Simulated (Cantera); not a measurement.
Input (Python, Cantera) and output of one run.

```python
import numpy as np
import cantera as ct

gas_names = """
    C CN CO CO2 C2 CCN CNC C2N2 C2O C3 C3O2 C4 C4N2 C5 Cu CuO Cu2 N NCO NO NO2 NO3 N2 N2O O O2 O3
""".split()
cond_names = """
    C(gr) Cu(cr) Cu(L) CuO(s) Cu2O(s) Cu2O(L)
""".split()


# ... load() reads the species with a 1 bar reference pressure and builds the phases ...
atoms = {
    'Cu2O': {'Cu': 2, 'O': 1},
    'C': {'C': 1},
    'N2': {'N': 2},
}
top_T = {'C(gr)': 4500, 'CuO(s)': 1390}  # K; cautious upper limits of use, not melting points


# ... equilibrate(T, P, feed) seeds the gas with the atoms and calls Mixture.equilibrate('TP', solver="vcs", rtol=1e-11, max_steps=5000) ...
results = []
feed = {'Cu2O': 1, 'C': 0.62, 'N2': 7.2}  # mol
P = 1333.22  # Pa
for T in [1200, 1400, 1600, 1800, 2000, 2200, 2400, 2600]:
    mix = equilibrate(T, P, feed)
    results.append((T, P, feed, dict(zip(mix.species_names, mix.species_moles))))

top = {s: max(r[3][s] / sum(r[3][g] for g in gas_names) for r in results) for s in gas_names}
cols = sorted((s for s in top if top[s] > 0.001), key=lambda s: -top[s])[:6]
seen = [c for c in cond_names if any(r[3].get(c, 0) > 1e-12 for r in results)]
print("log10 of partial pressures in bar; condensed amounts in mol")
print(f"{'T/K':>10s}" + "".join(f"{s[:9]:>10s}" for s in cols + seen))
for T, P, feed, n in results:
    ng = sum(n[g] for g in gas_names)
    print(f"{T:10.4g}" + "".join(f"{np.log10(max(n[s] / ng * P / 1e5, 1e-99)):10.3f}" for s in cols)
          + "".join(f"{n.get(c, 0):10.4g}" for c in seen))
```

Result:

```
log10 of partial pressures in bar; condensed amounts in mol
       T/K        N2        Cu        CO       CO2         O        O2    Cu(cr)     Cu(L)
      1200    -1.911    -7.911    -3.388    -3.189   -15.160   -15.117         2         0
      1400    -1.911    -5.870    -3.388    -3.189   -11.833   -11.618         0     1.999
      1600    -1.912    -4.401    -3.389    -3.190    -9.339    -9.002         0     1.977
      1800    -1.929    -3.266    -3.405    -3.207    -7.403    -6.976         0     1.668
      2000    -2.010    -2.569    -3.470    -3.299    -5.882    -5.415         0         0
      2200    -2.012    -2.569    -3.370    -3.386    -4.804    -4.472         0         0
      2400    -2.016    -2.572    -3.229    -3.617    -4.123    -4.123         0         0
      2600    -2.021    -2.576    -3.141    -3.996    -3.700    -4.135         0         0
```

Method: chemical equilibrium by Gibbs-energy minimisation in Cantera with the NASA 1993 tables (ideal gas, pure condensed phases).
